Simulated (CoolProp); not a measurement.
Properties of dry air along the isotherm 136.5 K.

The numbers come from the reference Helmholtz-energy equation of state, Lemmon 2000 in CoolProp. It is a pseudo-pure fit of the blend.

| p (MPa) | phase | cp (kJ/(kg K)) | speed of sound (m/s) | Joule-Thomson coefficient (K/MPa) | isothermal compressibility (1/MPa) |
|---|---|---|---|---|---|
| 0.631 | gas | 1.094 | 228.1 | 9.608 | 1.677 |
| 1.26 | gas | 1.219 | 221.5 | 9.641 | 0.9011 |
| 1.89 | gas | 1.403 | 214.5 | 9.641 | 0.6587 |
| 2.52 | gas | 1.703 | 206.8 | 9.558 | 0.5618 |
| 3.16 | gas | 2.310 | 198.1 | 9.268 | 0.5483 |
| 3.79 | supercritical | 4.077 | 188.6 | 8.449 | 0.6687 |
| 4.42 | supercritical | 14.43 | 185.4 | 5.463 | 1.180 |
| 5.05 | supercritical | 6.214 | 248.1 | 2.679 | 0.2257 |
| 5.68 | supercritical | 4.241 | 295.4 | 1.807 | 0.1035 |

The peak of cp marks the crossing from liquid-like to gas-like fluid above the critical point.
